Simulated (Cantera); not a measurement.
## Equilibrium for silicon epitaxy and polysilicon growth: Si₂H₆ + HCl + H₂

Input: 1 mol Si₂H₆, 2.7 mol HCl, 5.1 mol H₂, held at 1798 K and 1100 Pa.

Cantera equilibrium calculation (NASA polynomials, part measured and part estimated; ideal gas, pure solids and liquids). Candidate condensed phases: Si; 19 gas species. The feed counts by its element totals alone. The tables' values for SiCl₃, SiCl are old estimates; treat these amounts as uncertain. Gases not in the tables: Si₂H₆ and higher silanes. Equilibrium is a limit: real reactors are often held back by kinetics, nucleation or transport.

| Item | Value |
|---|---|
| x(H₂) | 0.809 |
| x(HCl) | 0.126 |
| x(SiCl₂) | 0.0608 |
| x(H) | 0.00302 |
| x(SiCl₃) | 0.000454 |
| x(SiCl) | 0.000361 |
| x(Cl) | 0.000360 |
| x(Si) | 0.000280 |
| x(SiH) | 3.03e-5 |
| n(Si(l)) | 1.33 mol |
| gas amount | 10.82 mol |
